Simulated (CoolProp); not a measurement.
Saturation properties of sulfur hexafluoride (Tc = 45.6 °C, pc = 3755 kPa, ω = 0.210).

Values from CoolProp's reference Helmholtz-energy equation of state, Guder 2009.

```
T (°C)  p (kPa)  liquid density (kg/m³)  liquid viscosity (µPa s)  vapour viscosity (µPa s)
------  -------  ----------------------  ------------------------  ------------------------
-19.55    699.5                    1684                       257                      13.6
-13.95    834.0                    1651                       234                      14.0
-8.45     983.8                    1616                       213                      14.3
-2.85      1156                    1578                       194                      14.7
2.65       1346                    1539                       176                      15.1
8.25       1562                    1496                       160                      15.6
13.75      1798                    1450                       145                      16.2
19.35      2065                    1399                       130                      16.9
24.85      2355                    1342                       116                      17.8
30.45      2682                    1274                       102                      19.0
```

Viscosity comes from a separate model (Quiñones-Cisneros 2012).
